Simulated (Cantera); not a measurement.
Premixed flame

A freely propagating, adiabatic, planar premixed flame of C₂H₆ : O₂ : N₂ : H₂O = 1 : 2.33 : 8.77 : 2 (molar parts), equivalence ratio 1.5, unburnt at 525 K and 130000 Pa; mixture-averaged transport, grid criteria slope 0.08 and curve 0.16, no radiation.

Cantera simulation using GRI-Mech 3.0 (53 species, 325 reactions); the numbers are that mechanism's predictions, not measurements. Burning velocities carry a grid error of a few per cent, more on coarse grids.

```json
[
 {"z (mm)": "-2.05", "T (K)": "526", "u (m/s)": "0.299", "x C₂H₆": "0.0706", "x O₂": "0.164", "x H₂O": "0.141", "x OH": "<1e-8", "x NO": "<1e-8", "x HCN": "<1e-8"},
 {"z (mm)": "-1.36", "T (K)": "531", "u (m/s)": "0.304", "x C₂H₆": "0.0701", "x O₂": "0.163", "x H₂O": "0.141", "x OH": "<1e-8", "x NO": "<1e-8", "x HCN": "<1e-8"},
 {"z (mm)": "-1.02", "T (K)": "548", "u (m/s)": "0.316", "x C₂H₆": "0.0693", "x O₂": "0.160", "x H₂O": "0.142", "x OH": "<1e-8", "x NO": "<1e-8", "x HCN": "3.01e-8"},
 {"z (mm)": "-0.682", "T (K)": "640", "u (m/s)": "0.375", "x C₂H₆": "0.0657", "x O₂": "0.150", "x H₂O": "0.150", "x OH": "<1e-8", "x NO": "1.43e-8", "x HCN": "2.34e-7"},
 {"z (mm)": "-0.341", "T (K)": "998", "u (m/s)": "0.605", "x C₂H₆": "0.0446", "x O₂": "0.110", "x H₂O": "0.183", "x OH": "5.16e-7", "x NO": "3.17e-7", "x HCN": "1.60e-6"},
 {"z (mm)": "-0.170", "T (K)": "1321", "u (m/s)": "0.822", "x C₂H₆": "0.0180", "x O₂": "0.0702", "x H₂O": "0.213", "x OH": "2.87e-5", "x NO": "1.19e-6", "x HCN": "3.48e-6"},
 {"z (mm)": "0", "T (K)": "1627", "u (m/s)": "1.03", "x C₂H₆": "0.00125", "x O₂": "0.0303", "x H₂O": "0.241", "x OH": "0.000213", "x NO": "2.36e-6", "x HCN": "6.79e-6"},
 {"z (mm)": "0.170", "T (K)": "1789", "u (m/s)": "1.14", "x C₂H₆": "3.53e-5", "x O₂": "0.0103", "x H₂O": "0.252", "x OH": "0.000427", "x NO": "4.13e-6", "x HCN": "1.12e-5"},
 {"z (mm)": "0.341", "T (K)": "1853", "u (m/s)": "1.18", "x C₂H₆": "6.94e-6", "x O₂": "0.00360", "x H₂O": "0.254", "x OH": "0.000423", "x NO": "5.73e-6", "x HCN": "1.41e-5"},
 {"z (mm)": "0.682", "T (K)": "1892", "u (m/s)": "1.20", "x C₂H₆": "1.39e-6", "x O₂": "0.000668", "x H₂O": "0.252", "x OH": "0.000270", "x NO": "7.34e-6", "x HCN": "1.56e-5"},
 {"z (mm)": "1.36", "T (K)": "1907", "u (m/s)": "1.21", "x C₂H₆": "3.26e-7", "x O₂": "7.94e-5", "x H₂O": "0.248", "x OH": "0.000125", "x NO": "8.18e-6", "x HCN": "1.54e-5"},
 {"z (mm)": "2.73", "T (K)": "1912", "u (m/s)": "1.21", "x C₂H₆": "1.13e-7", "x O₂": "6.36e-6", "x H₂O": "0.246", "x OH": "6.83e-5", "x NO": "8.54e-6", "x HCN": "1.47e-5"},
 {"z (mm)": "5.45", "T (K)": "1912", "u (m/s)": "1.21", "x C₂H₆": "7.20e-8", "x O₂": "4.58e-7", "x H₂O": "0.244", "x OH": "5.74e-5", "x NO": "9.04e-6", "x HCN": "1.35e-5"}
]
```
x: mole fraction of selected species; z is measured from the peak of heat release.

laminar burning velocity: 29.7 cm/s
thermal thickness: 0.682 mm
peak x(OH): 0.000445
peak x(HCN): 1.57e-5
grid points: 142
